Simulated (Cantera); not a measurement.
**Fluorocarbon and chlorocarbon gases: CH2F2 + CH4 + H2**

Feed: 1 mol CH2F2, 0.019 mol CH4, 16 mol H2, equilibrated at 2352 °C and 0.0133 bar.

Equilibrium computed with Cantera from the NASA thermochemical tables; the gas is ideal and each condensed phase is pure. Candidate condensed phases: C, C6H6, C7H8, C8H18; 95 gas species. Equilibrium is a limit: real reactors are often held back by kinetics, nucleation or transport.

```yaml
x(H2): 0.607
x(H): 0.286
x(HF): 0.0948
x(C2H2 (acetylene)): 0.0108
x(C2H): 0.000472
x(C3): 0.000237
x(F): 0.000127
x(C4H2): 8.02e-5
x(C): 6.41e-5
n(C(graphite)): 0.517 mol
gas_amount: 21.07 mol
```
